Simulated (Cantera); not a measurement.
Input (Python, Cantera):

```python
import numpy as np
import cantera as ct

gas = ct.Solution("gri30.yaml")
gas.TPX = 1150, 1000000, {'CH4': 1, 'C2H6': 0.05, 'C3H8': 0.52, 'O2': 2.27, 'N2': 25}
reactor = ct.IdealGasConstPressureReactor(gas, energy="on", clone=False)
net = ct.ReactorNet([reactor])
net.rtol, net.atol = 1e-08, 1e-16
show = ['CH4', 'C2H6', 'C3H8', 'NO', 'CH2O']
times = np.geomspace(2e-06, 3, 11)

steps = ct.SolutionArray(gas, extra=["t"])
rows = []
print(f"{'t/s':>10s}{'T/K':>9s}{'P/Pa':>11s}" + "".join(f"{s:>11s}" for s in show))
for t in times:
    while net.time < t:
        t_next = net.step()
        steps.append(gas.state, t=t_next)
    rows.append([np.interp(t, steps.t, y) for y in (steps.T, steps.P, *steps(*show).X.T)])
    print(f"{t:10.3e}{rows[-1][0]:9.1f}{rows[-1][1]:11.4g}" + "".join(f"{x:11.3e}" for x in rows[-1][2:]))
rate = np.gradient(steps.T, steps.t)
print("integrator steps:", len(steps.t))
if steps.T.max() > steps.T[0] + 200:
    print(f"time of steepest temperature rise: {steps.t[rate.argmax()]:.4e} s")
gas.TPX = 1150, 1000000, {'CH4': 1, 'C2H6': 0.05, 'C3H8': 0.52, 'O2': 2.27, 'N2': 25}
gas.equilibrate("HP")
print(f"equilibrium (HP): T = {gas.T:.1f} K  " + "  ".join(f"{s} {gas[s].X[0]:.3e}" for s in show))
```

Result:

```
       t/s      T/K       P/Pa        CH4       C2H6       C3H8         NO       CH2O
 2.000e-06   1150.0      1e+06  3.467e-02  1.734e-03  1.803e-02  1.784e-21  1.973e-10
 8.292e-06   1150.0      1e+06  3.467e-02  1.734e-03  1.803e-02  1.538e-20  4.048e-09
 3.438e-05   1150.0      1e+06  3.467e-02  1.734e-03  1.803e-02  1.655e-19  1.088e-07
 1.425e-04   1150.0      1e+06  3.468e-02  1.734e-03  1.802e-02  7.499e-18  3.732e-06
 5.908e-04   1150.0      1e+06  3.469e-02  1.743e-03  1.791e-02  1.261e-16  3.819e-05
 2.449e-03   1150.7      1e+06  3.476e-02  1.789e-03  1.739e-02  1.060e-15  2.070e-04
 1.016e-02   1755.0      1e+06  8.680e-03  1.198e-05  3.277e-09  5.828e-08  2.617e-06
 4.210e-02   1734.4      1e+06  3.753e-03  1.321e-06  2.779e-10  8.730e-09  4.057e-07
 1.745e-01   1722.3      1e+06  2.555e-03  5.200e-07  1.100e-10  6.403e-09  1.857e-07
 7.236e-01   1708.7      1e+06  1.182e-03  9.435e-08  1.089e-11  5.307e-09  6.786e-08
 3.000e+00   1700.7      1e+06  9.953e-05  6.251e-10  6.248e-15  5.045e-09  2.858e-08
integrator steps: 2653
time of steepest temperature rise: 8.9920e-03 s
equilibrium (HP): T = 1700.1 K  CH4 4.874e-08  C2H6 1.889e-16  C3H8 1.815e-24  NO 2.252e-08  CH2O 2.580e-08
```

Model: GRI-Mech 3.0 (53 species, 325 reactions), integrated in Cantera. GRI-Mech 3.0 was tuned for natural gas; its chemistry of propane as a main component is partial and can be far from experiment.
